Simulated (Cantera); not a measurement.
An adiabatic, constant-volume homogeneous reactor starts with 3.15 % CH4, 3.15 % CO, 19.7 % O2, 74.0 % N2, equivalence ratio 0.40, at 1298 K and 5480 Torr.

Detailed kinetics in Cantera: GRI-Mech 3.0 (53 species, 325 reactions).

One state of this run: T (K) = 2390; P (bar) = 13.3; x CH4 = <1e-12; x CO = 0.00103; x O2 = 0.115; x NO = 0.00807; x CH2O = <1e-12; x CH2 = <1e-12. x: mole fraction; the columns are a selection and need not sum to one.

**Question.** Which value of t (s) does it belong to?
A. 2.00e-6
B. 2.21e-5
C. 0.00903
D. 7.37e-5

**Answer.** C, 0.00903
